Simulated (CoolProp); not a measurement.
R143a at 245.59 K and 9.73 MPa is throttled through a valve to 6.12 MPa with no heat exchange. Each further row changes one setting.

The numbers come from the reference Helmholtz-energy equation of state, Lemmon and Jacobsen 2000 in CoolProp.

| case | temperature change (K) | final density (kg/m³) |
|---|---|---|
| as stated | +1.0 | 1130 |
| outlet pressure 1.84 MPa | +2.1 | 1110 |
| outlet pressure 7.96 MPa | +0.5 | 1130 |
